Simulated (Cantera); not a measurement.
Adiabatic ignition

An adiabatic, constant-pressure homogeneous reactor starts with 7.41 % CH₄, 18.7 % O₂, 70.5 % N₂, 3.33 % CO₂, at 1800 K and 120000 Pa.

Model: GRI-Mech 3.0 (53 species, 325 reactions), integrated in Cantera.

```json
[
 {"t (s)": "2.00e-6", "T (K)": "1800", "x CH₄": "0.0741", "x O₂": "0.187", "x CO₂": "0.0333", "x C₂H₂": "<1e-12", "x HO₂": "2.56e-6", "x H₂": "4.31e-6"},
 {"t (s)": "9.15e-6", "T (K)": "1800", "x CH₄": "0.0739", "x O₂": "0.187", "x CO₂": "0.0333", "x C₂H₂": "3.23e-10", "x HO₂": "1.08e-5", "x H₂": "2.41e-5"},
 {"t (s)": "4.18e-5", "T (K)": "1800", "x CH₄": "0.0723", "x O₂": "0.187", "x CO₂": "0.0333", "x C₂H₂": "4.74e-7", "x HO₂": "4.48e-5", "x H₂": "0.000335"},
 {"t (s)": "0.000191", "T (K)": "2648", "x CH₄": "<1e-12", "x O₂": "0.0529", "x CO₂": "0.0631", "x C₂H₂": "<1e-12", "x HO₂": "7.98e-6", "x H₂": "0.0108"},
 {"t (s)": "0.000875", "T (K)": "2745", "x CH₄": "<1e-12", "x O₂": "0.0487", "x CO₂": "0.0691", "x C₂H₂": "<1e-12", "x HO₂": "9.79e-6", "x H₂": "0.00882"},
 {"t (s)": "0.00400", "T (K)": "2736", "x CH₄": "<1e-12", "x O₂": "0.0451", "x CO₂": "0.0692", "x C₂H₂": "<1e-12", "x HO₂": "9.10e-6", "x H₂": "0.00886"},
 {"t (s)": "0.0183", "T (K)": "2735", "x CH₄": "<1e-12", "x O₂": "0.0447", "x CO₂": "0.0692", "x C₂H₂": "<1e-12", "x HO₂": "9.01e-6", "x H₂": "0.00886"},
 {"t (s)": "0.0837", "T (K)": "2735", "x CH₄": "<1e-12", "x O₂": "0.0447", "x CO₂": "0.0692", "x C₂H₂": "<1e-12", "x HO₂": "9.01e-6", "x H₂": "0.00886"},
 {"t (s)": "0.383", "T (K)": "2735", "x CH₄": "<1e-12", "x O₂": "0.0447", "x CO₂": "0.0692", "x C₂H₂": "<1e-12", "x HO₂": "9.01e-6", "x H₂": "0.00886"},
 {"t (s)": "1.75", "T (K)": "2735", "x CH₄": "<1e-12", "x O₂": "0.0447", "x CO₂": "0.0692", "x C₂H₂": "<1e-12", "x HO₂": "9.01e-6", "x H₂": "0.00886"},
 {"t (s)": "8.00", "T (K)": "2735", "x CH₄": "<1e-12", "x O₂": "0.0447", "x CO₂": "0.0692", "x C₂H₂": "<1e-12", "x HO₂": "9.01e-6", "x H₂": "0.00886"}
]
```
x: mole fraction; the columns are a selection and need not sum to one.

```
Property                                                          Result
---------------------------------  -------------------------------------
time of steepest temperature rise                                97.6 µs
temperature at 8.00 s                                             2735 K
equilibrium temperature                                           2735 K
x(CH₄) at 8.00 s                   <1e-12 (gas-phase equilibrium <1e-12)
x(O₂) at 8.00 s                    0.0447 (gas-phase equilibrium 0.0447)
x(CO₂) at 8.00 s                   0.0692 (gas-phase equilibrium 0.0692)
```
